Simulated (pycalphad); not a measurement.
CALPHAD calculation (pycalphad, COST 507 light-alloy database (1999)), 1 atm. The database dates from 1999; later assessments differ in places, in temperatures and in the compounds included. Kinetics are ignored, which matters at the lower temperatures.

Molar enthalpy of Ti-1.45Hf-0.99B (at.%) in equilibrium (SER reference):

| T (K) | H (kJ/mol) | phases |
|---|---|---|
| 2850 | 110.93 | LIQUID |
| 2700 | 104.01 | LIQUID |
| 2550 | 97.09 | LIQUID |
| 2400 | 90.18 | LIQUID |
| 2250 | 83.26 | LIQUID |
| 2100 | 76.35 | LIQUID |
| 2000 | 71.74 | LIQUID |
| 1950 | 69.43 | LIQUID |
| 1800 | 48.98 | BCC_A2 + BM |
| 1750 | 47.21 | BCC_A2 + BM |
| 1650 | 43.79 | BCC_A2 + BM |
| 1500 | 38.88 | BCC_A2 + BM |
| 1350 | 34.20 | BCC_A2 + BM |
| 1200 | 29.69 | BCC_A2 + BM |
| 1050 | 20.80 | HCP_A3 + BM |
| 900 | 15.91 | HCP_A3 + BM |
| 750 | 11.24 | HCP_A3 + BM |
| 600 | 6.77 | HCP_A3 + BM |

Cooling from 1950 K to 1800 K, across the freezing range, releases 20.5 kJ/mol, or 414 J/g. The slope is 46 J/(mol K) in the liquid and 35 J/(mol K) just below the solidus, where it includes any heat of precipitation. Liquidus 1917 K, solidus 1814 K. Changes were sought between steps of 50 K, so a narrower field can be missed.

Database names, with the compositions (at.%) that they take in these runs: BM: Ti 50 B 50. BCC_A2 is bcc; HCP_A3 is hcp.
